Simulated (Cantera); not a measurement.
What does this Cantera script print?

```python
import numpy as np
import cantera as ct

gas = ct.Solution("gri30.yaml")
gas.TPX = 350, 190000, {'CH4': 1, 'O2': 2, 'N2': 9.8}
flame = ct.FreeFlame(gas, width=0.026)
flame.set_refine_criteria(ratio=3, slope=0.08, curve=0.16)
flame.transport_model = "mixture-averaged"
flame.solve(loglevel=0, auto=True)
z, T = flame.grid, flame.T
thick = (T[-1] - T[0]) / np.gradient(T, z).max()
show = ['CH4', 'O2', 'C2H', 'H', 'C2H2', 'NO']
print(f"laminar burning velocity  {flame.velocity[0] * 100:.3f} cm/s")
print(f"burnt temperature         {T[-1]:.1f} K")
print(f"thermal thickness         {thick * 1e3:.4f} mm")
print(f"grid points               {len(z)}")
z0 = z[flame.heat_release_rate.argmax()]
print(f"{'z/mm':>9s}{'T/K':>9s}{'u/(m/s)':>9s}" + "".join(f"{s:>11s}" for s in show))
rows = []
for k in (-3, -2, -1.5, -1, -0.5, -0.25, 0, 0.25, 0.5, 1, 2, 4, 8):
    zz = z0 + k * thick
    rows.append([k * thick, np.interp(zz, z, T), np.interp(zz, z, flame.velocity),
                 *(np.interp(zz, z, flame.X[gas.species_index(s)]) for s in show)])
    print(f"{rows[-1][0] * 1e3:9.3f}{rows[-1][1]:9.1f}{rows[-1][2]:9.3f}" + "".join(f"{x:11.3e}" for x in rows[-1][3:]))
```

It prints:

```
laminar burning velocity  19.793 cm/s
burnt temperature         2031.0 K
thermal thickness         0.4402 mm
grid points               128
     z/mm      T/K  u/(m/s)        CH4         O2        C2H          H       C2H2         NO
   -1.321    350.4    0.198  7.805e-02  1.561e-01  2.821e-30  3.099e-17  2.583e-09  1.658e-10
   -0.880    354.7    0.201  7.769e-02  1.557e-01  2.604e-26  2.102e-14  5.300e-08  2.488e-09
   -0.660    369.8    0.210  7.669e-02  1.546e-01  3.531e-24  6.653e-13  2.944e-07  1.262e-08
   -0.440    464.6    0.265  7.122e-02  1.479e-01  5.766e-20  2.479e-10  2.727e-06  1.419e-07
   -0.220    897.2    0.516  4.709e-02  1.122e-01  4.286e-13  4.424e-06  2.279e-05  2.799e-06
   -0.110   1284.5    0.742  2.458e-02  7.532e-02  3.791e-10  9.387e-05  5.150e-05  6.994e-06
    0.000   1651.4    0.955  4.102e-03  3.471e-02  4.711e-08  1.125e-03  7.922e-05  1.253e-05
    0.110   1785.6    1.028  9.046e-05  1.652e-02  1.041e-08  2.369e-03  3.955e-06  1.847e-05
    0.220   1836.6    1.053  9.840e-07  1.200e-02  1.070e-10  2.251e-03  3.191e-08  2.130e-05
    0.440   1893.8    1.082  5.023e-10  9.040e-03  3.688e-14  1.530e-03  1.080e-11  2.384e-05
    0.880   1946.4    1.110  2.887e-15  6.612e-03  2.003e-19  8.097e-04  6.785e-17  2.646e-05
    1.761   1985.0    1.129  2.830e-17  4.694e-03  3.435e-24  3.872e-04  1.466e-21  2.925e-05
    3.522   2010.2    1.142  8.683e-18  3.353e-03  1.658e-25  1.863e-04  9.350e-23  3.220e-05
```

Detailed kinetics in Cantera: GRI-Mech 3.0 (53 species, 325 reactions). Burning velocities carry a grid error of a few per cent, more on coarse grids.
